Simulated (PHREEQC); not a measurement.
Synthetic water in mg/L, 25 °C, pH 2.38, pe 9.8:

```tsv
constituent	mg/L
Na	182
K	70.4
Ca	142
Mg	101
Cl	286
S(6) as SO4	1250
Cu(2)	42.6
```

Valence states are taken as typed.

The numbers come from PHREEQC with the ion-association model, phreeqc.dat.

Q: The ionic strength comes out as 0.0408 mol/kgw. What activity coefficients do SO4-2, Cu+2, H+, Cl-, CaHSO4+ get?

A: SO4-2 0.49, Cu+2 0.51, H+ 0.86, Cl- 0.83, CaHSO4+ 0.83.

No solid was allowed to form. Species that the database lacks are ignored.
